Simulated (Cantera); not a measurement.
An isothermal, constant-pressure homogeneous reactor starts with 0.348 % CH4, 0.209 % O2, 99.4 % N2, at 1250 K and 3750 Torr.

Computed with Cantera and GRI-Mech 3.0 (53 species, 325 reactions).

Predict: x(CH4) at 40.0 s; x(O2) at 40.0 s; x(CH3) at 40.0 s; x(H2) at 40.0 s.


```
Item                                                Value
----------------  ---------------------------------------
x(CH4) at 40.0 s  0.00119 (gas-phase equilibrium 6.69e-9)
x(O2) at 40.0 s    4.16e-8 (gas-phase equilibrium <1e-12)
x(CH3) at 40.0 s   9.35e-8 (gas-phase equilibrium <1e-12)
x(H2) at 40.0 s   0.00199 (gas-phase equilibrium 0.00641)
```
